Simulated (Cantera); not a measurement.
Input: 1 mol Fe(CO)5, 2.4 mol N2, equilibrated at 0.668 Torr.

Cantera equilibrium calculation (NASA polynomials, part measured and part estimated; ideal gas, pure solids and liquids). Candidate condensed phases: C, Fe, Fe(CO)5, FeO, Fe2O3, Fe3O4; 27 gas species. Condensed phases not in the tables: cementite and carbon dissolved in iron. The numbers say what is thermodynamically allowed, not how fast it happens.

x: gas mole fraction; n: condensed amount in mol.

```tsv
T (K)	x CO	x N2	x CO2	x Fe	n C(graphite)	n Fe(α)
775	0.584	0.347	0.0692	<1e-12	0.479	1.00
800	0.630	0.336	0.0348	<1e-12	0.249	1.00
825	0.653	0.330	0.0171	<1e-12	0.124	1.00
850	0.664	0.327	0.00846	<1e-12	0.0621	1.00
875	0.670	0.326	…	<1e-12	…	1.00
900	0.673	0.325	0.00225	<1e-12	0.0166	1.00
925	0.674	0.325	…	<1e-12	…	1.00
950	0.675	0.325	0.000678	1.26e-12	0.00501	1.00
975	0.675	0.324	0.000390	4.74e-12	0.00288	1.00
1000	0.675	0.324	0.000230	1.67e-11	0.00170	1.00
1025	0.675	0.324	0.000140	5.53e-11	0.00103	1.00
1050	0.676	0.324	8.68e-5	1.72e-10	0.000643	1.00
1075	0.676	0.324	5.52e-5	5.07e-10	0	1.00
1100	0.676	0.324	3.59e-5	1.42e-9	0	1.00
```

Question: What belongs in the gaps?

Answer: 
- 875, x CO2: 0.00430
- 875, n C(graphite): 0.0317
- 925, x CO2: 0.00122
- 925, n C(graphite): 0.00898
